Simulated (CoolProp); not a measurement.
Properties of propylene glycol along the isobar 190 bar.

The numbers come from the reference Helmholtz-energy equation of state, Eisenbach 2021 in CoolProp.

```tsv
T (K)	phase	Z	cp (kJ/(kg K))	cv (kJ/(kg K))	speed of sound (m/s)	isothermal compressibility (1/MPa)	fugacity coefficient
334.2	liquid	0.5126	2.683	2.335	1482	0.0005154	2.587e-5
339.3	liquid	0.5068	2.710	2.357	1468	0.0005273	3.613e-5
344.4	liquid	0.5012	2.738	2.380	1455	0.0005397	4.987e-5
349.5	liquid	0.4958	2.765	2.402	1441	0.0005524	6.805e-5
354.6	liquid	0.4906	2.792	2.424	1427	0.0005657	9.185e-5
359.7	liquid	0.4855	2.819	2.446	1413	0.0005794	0.0001227
364.8	liquid	0.4806	2.846	2.467	1400	0.0005936	0.0001623
369.9	liquid	0.4759	2.872	2.488	1386	0.0006084	0.0002127
375	liquid	0.4713	2.899	2.509	1372	0.0006237	0.0002761
380.1	liquid	0.4669	2.925	2.530	1358	0.0006396	0.0003555
385.2	liquid	0.4626	2.951	2.551	1344	0.0006561	0.0004538
390.3	liquid	0.4585	2.977	2.571	1330	0.0006732	0.0005748
```
